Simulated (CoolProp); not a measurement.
Saturation properties of acetone (Tc = 235.0 °C, pc = 4.692 MPa, ω = 0.307).

Model: reference Helmholtz-energy equation of state, Lemmon 2006, in CoolProp. It is a short technical equation, of lower accuracy than the large ones.

```
T (°C)  p (MPa)  vapour density (kg/m³)  enthalpy of vaporisation (kJ/kg)  surface tension (mN/m)
------  -------  ----------------------  --------------------------------  ----------------------
129.35   0.7454                   15.68                             406.9                    10.2
139.45   0.9236                       ?                             390.7                    9.11
149.55        ?                   24.24                             373.4                       ?
159.55    1.372                   29.86                                 ?                    6.92
169.65    1.652                       ?                             334.4                    5.86
179.75        ?                   45.31                             311.9                       ?
189.85    2.339                   56.00                             286.8                    3.81
199.95        ?                   69.71                             258.0                    2.84
```

Q: What belongs in the gaps?

A: 
- 139.45, vapour density (kg/m³): 19.55
- 149.55, p (MPa): 1.132
- 149.55, surface tension (mN/m): 8.00
- 159.55, enthalpy of vaporisation (kJ/kg): 354.8
- 169.65, vapour density (kg/m³): 36.78
- 179.75, p (MPa): 1.972
- 179.75, surface tension (mN/m): 4.82
- 199.95, p (MPa): 2.756

It boils at 56.1 °C under 1 atm.

Surface tension comes from a separate correlation (Mulero 2012).
